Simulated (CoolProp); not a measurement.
The fluid at 298.15 K and 5.16 MPa (liquid) is heated at constant pressure to 344.5 K. The same conditions are run with several fluids, on thermodynamics alone (safety and materials aside).

Values from CoolProp's reference Helmholtz-energy equation of state of each fluid (ammonia: Gao 2020; cyclopropane: Polt 1992; n-perfluorobutane: Gao 2022; R1336mzz(E): Akasaka 2023; C3F8 (R218): Lemmon 2006). The equations of Platzer and Polt are older, rougher fits.

| fluid | heat (kJ/kg) | final density (kg/m³) |
|---|---|---|
| ammonia | 232 | … |
| cyclopropane | … | … |
| n-perfluorobutane | 53.5 | … |
| R1336mzz(E) | 57.8 | … |
| C3F8 (R218) | … | … |

Question: What belongs in the gaps?

Answer: 
- ammonia, final density (kg/m³): 527
- cyclopropane, heat (kJ/kg): 110
- cyclopropane, final density (kg/m³): 550
- n-perfluorobutane, final density (kg/m³): 1350
- R1336mzz(E), final density (kg/m³): 1200
- C3F8 (R218), heat (kJ/kg): 55.2
- C3F8 (R218), final density (kg/m³): 1110
